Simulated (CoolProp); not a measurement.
CH2F2 (R32) at 293.15 K and 2.25 MPa is throttled through a valve to 0.227 MPa with no heat exchange. Each further row changes one setting.

Values from CoolProp's reference Helmholtz-energy equation of state, Tillner-Roth 1997.

```json
[
 {"case": "as stated", "temperature change (K)": "?", "final phase": "?", "final density (kg/m³)": "24.4"},
 {"case": "outlet pressure 0.0681 MPa", "temperature change (K)": "-79.1", "final phase": "two-phase, vapour fraction 0.342", "final density (kg/m³)": "?"},
 {"case": "outlet pressure 0.295 MPa", "temperature change (K)": "-48.1", "final phase": "two-phase, vapour fraction 0.235", "final density (kg/m³)": "34.1"}
]
```

**Question.** Fill in the missing entries.

**Answer.** 
- as stated, temperature change (K): -54.4
- as stated, final phase: two-phase, vapour fraction 0.259
- outlet pressure 0.0681 MPa, final density (kg/m³): 6.00
